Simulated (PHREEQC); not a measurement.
Copper plating or etch bath (model solution)

Consider water at 25 °C with 0.0011 mol Cu(NO3)2, 0.11 mol HCl and 0.0001 mol NaCl per kg of water. Closed to the air; pH follows from the charge balance.

The numbers come from PHREEQC with the ion-association model, wateq4f.dat.

No solid was allowed to form.

Problem. What pH does the model give?

Solution. pH 1.04.

Problem. In which forms is Cu present?

Solution. Cu+2 89 %, CuCl+ 10 % of the Cu.
